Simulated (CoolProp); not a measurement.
Acetone along the isotherm 422.3 K: density (kg/m³) from the reference equation and from simpler models built on Tc = 508.1 K, pc = 4.692 MPa, ω = 0.307; each cubic takes its own stable root.

Computed with CoolProp (reference Helmholtz-energy equation of state, Lemmon 2006). It is a short technical equation, of lower accuracy than the large ones.

| p (MPa) | phase | reference |
|---|---|---|
| 2.61 | liquid | 626.4 |
| 5.21 | liquid | 635.4 |
| 7.82 | liquid | 643.3 |
| 10.4 | liquid | 650.3 |
| 13 | liquid | 656.7 |
| 15.6 | liquid | 662.6 |
| 18.2 | liquid | 668.2 |
| 20.9 | liquid | 673.5 |
| 23.5 | liquid | 678.3 |

Q: How far does each simpler model (Redlich-Kwong, Soave-Redlich-Kwong, Peng-Robinson) lie from the reference over these 9 states: mean and median of the absolute difference, and the worst?

A: 
- Redlich-Kwong: mean 24.2 %, median 23.8 %, worst -27.5 % at 422.3 K and 2.61 MPa
- Soave-Redlich-Kwong: mean 21.5 %, median 21.3 %, worst -23.2 % at 422.3 K and 2.61 MPa
- Peng-Robinson: mean 11.5 %, median 11.3 %, worst -12.9 % at 422.3 K and 2.61 MPa
